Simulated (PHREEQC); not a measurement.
A solution holds 0.072 mol Ni(NO3)2, 0.0043 mol Na2CO3 and 0.2 mol AlCl3 per kg of water, at 25 °C. Closed to the air; pH follows from the charge balance.

All values are PHREEQC results (ion-association model, wateq4f.dat), not measurements.

No solid was allowed to form.

Task: Estimate the pH, activity of water, ionic strength.

Result: pH 4.07; activity of water 0.983; ionic strength 1.32 mol/kgw.

Task: In which forms is Ni present?

Result: Ni+2 54 %, NiCl+ 27 %, NiCl2 20 % of the Ni.

Examples of supersaturated solids here: Boehmite (slow to form), Gibbsite (slow to form). Others may be too. Caution: at this ionic strength the ion-association model is outside its range; a Pitzer model would be the better tool where its parameters exist.
